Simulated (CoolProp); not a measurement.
R21 at 418.63 K and 2.22 MPa is throttled through a valve to 1.46 MPa with no heat exchange. Each further row changes one setting.

The numbers come from the reference Helmholtz-energy equation of state, Platzer 1990 in CoolProp. This equation is an older, rougher fit.

| case | temperature change (K) | final density (kg/m³) |
|---|---|---|
| as stated | ___ | ___ |
| outlet pressure 0.438 MPa | ___ | ___ |
| outlet pressure 1.9 MPa | -5.6 | ___ |

Q: Complete the blanks.

A: 
- as stated, temperature change (K): -13.4
- as stated, final density (kg/m³): 53.0
- outlet pressure 0.438 MPa, temperature change (K): -32.2
- outlet pressure 0.438 MPa, final density (kg/m³): 14.8
- outlet pressure 1.9 MPa, final density (kg/m³): 71.2
